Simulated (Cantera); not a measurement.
Input: 1 mol CS₂, 0.3 mol H₂O, 2 mol N₂, held at 290 Pa.

These are equilibrium values from Cantera (NASA tables, ideal gas, pure condensed phases), not measurements of a reactor. Candidate condensed phases: C, C₆H₆, C₇H₈, C₈H₁₈, H₂O, H₂SO₄, S; 150 gas species. Rates play no part.

### Question
At 2625 K, list the 4 most abundant gas species with their mole fractions, and the condensed phases.

### Answer
N₂ 0.427, S 0.219, CS 0.147, H 0.0950. Condensed: gas only.
